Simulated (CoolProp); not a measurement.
Vapour-liquid equilibrium of acetone (1) + toluene (2) at 0.653 bar; x and y are mole fractions of (1).

The numbers come from the multi-fluid Helmholtz-energy mixture model, Lemmon 2006 and Lemmon 2006; pair parameters Bell 2016 in CoolProp.

| x | bubble temperature (K) | y at the bubble point | dew temperature at overall composition x (K) | liquid density (mol/L) |
|---|---|---|---|---|
| 0.05 | 359.2 | 0.297 | 367.5 | 8.848 |
| 0.2 | 342.7 | 0.655 | 362.7 | 9.447 |
| 0.35 | 334.2 | 0.784 | 357.2 | 10.02 |
| 0.5 | 328.8 | 0.855 | 350.8 | 10.62 |
| 0.65 | 324.7 | 0.905 | 342.9 | 11.28 |
| 0.8 | 321.2 | 0.947 | 333.1 | 12.01 |
| 0.95 | 318.0 | 0.987 | 321.0 | 12.84 |

No azeotrope shows between x = 0.05 and 0.95.

The pair parameters rest on a limited set of measurements; away from them the model extrapolates.
